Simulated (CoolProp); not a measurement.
R123 at several states: density (kg/m³) from the reference equation and from simpler models built on Tc = 183.7 °C, pc = 36.62 bar, ω = 0.282; each cubic takes its own stable root.

Computed with CoolProp (reference Helmholtz-energy equation of state, Younglove 1994). It is a modified Benedict-Webb-Rubin equation, recast in Helmholtz form.

```tsv
T (°C)	p (bar)	phase	reference
59.15	11.9	liquid	1376
-77.55	2.1	liquid	1704
162.85	13.6	gas	69.31
178.45	11.3	gas	52.34
75.95	2.04	gas	11.33
```

Question: How far does each simpler model (van der Waals, Peng-Robinson) lie from the reference over these 5 states: mean and median of the absolute difference, and the worst?

Answer: 
- van der Waals: mean 17.8 %, median 3.7 %, worst -41.1 % at -77.55 °C and 2.1 bar
- Peng-Robinson: mean 1.1 %, median 1.1 %, worst +2.6 % at 59.15 °C and 11.9 bar
